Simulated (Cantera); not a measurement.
An isothermal, constant-pressure homogeneous reactor starts with NO : N₂ = 1 : 0.29 (molar parts), at 1750 K and 10.00 Torr. Integrator tolerance rtol = 1e-08.

Cantera simulation using GRI-Mech 3.0 (53 species, 325 reactions); the numbers are that mechanism's predictions, not measurements. Radical loss at walls, strong at low pressure, is not modelled.

Task: What does this change do: pressure from 10.00 Torr to 760 Torr?

Result: 
```json
[
 {"quantity": "x(NO) at 1.00 s", "before": "0.772 (gas-phase equilibrium 0.00418)", "after": "0.624 (gas-phase equilibrium 0.00418)"},
 {"quantity": "x(NO₂) at 1.00 s", "before": "3.26e-5 (gas-phase equilibrium 1.82e-6)", "after": "0.00107 (gas-phase equilibrium 1.59e-5)"},
 {"quantity": "x(O) at 1.00 s", "before": "9.29e-5 (gas-phase equilibrium 0.000405)", "after": "2.16e-5 (gas-phase equilibrium 4.64e-5)"},
 {"quantity": "x(N₂) at 1.00 s", "before": "0.226 (gas-phase equilibrium 0.610)", "after": "0.300 (gas-phase equilibrium 0.610)"},
 {"quantity": "x(N₂O) at 1.00 s", "before": "0.000201 (gas-phase equilibrium 2.46e-8)", "after": "0.000155 (gas-phase equilibrium 2.14e-7)"},
 {"quantity": "x(O₂) at 1.00 s", "before": "0.00128 (gas-phase equilibrium 0.385)", "after": "0.0745 (gas-phase equilibrium 0.385)"}
]
```
